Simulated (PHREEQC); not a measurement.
Dissolve 6.1e-05 mol Ca(HCO3)2 and 0.025 mol Na2SO4 per kg of water at 40 °C. Closed to the air; pH follows from the charge balance.

The numbers come from PHREEQC with the ion-association model, wateq4f.dat.

| quantity | before | after |
|---|---|---|
| pH | 7.74 | 7.90 |
| ionic strength (mol/kgw) | 0.0703 | 0.000183 |
| Ca+2 (mol/kgw) | 3.26e-5 | 6.08e-5 |
| SI of Portlandite (Ca(OH)2) | -11.09 | -10.16 |

**Question.** Name the change that produced these shifts.
A. Na2SO4 left out
B. Na2SO4 from 0.025 to 0.005 mol/kgw
C. Na2SO4 replaced by Rb2SO4 at the same molality
D. Ca(HCO3)2 replaced by Ca(NO3)2 at the same molality
E. Na2SO4 replaced by NH4HSO4 at the same molality

**Answer.** A, Na2SO4 left out

This is a speciation only: nothing precipitates in the calculation. At this temperature some constants are extrapolated from 25 °C, and those without enthalpy data are left unchanged.
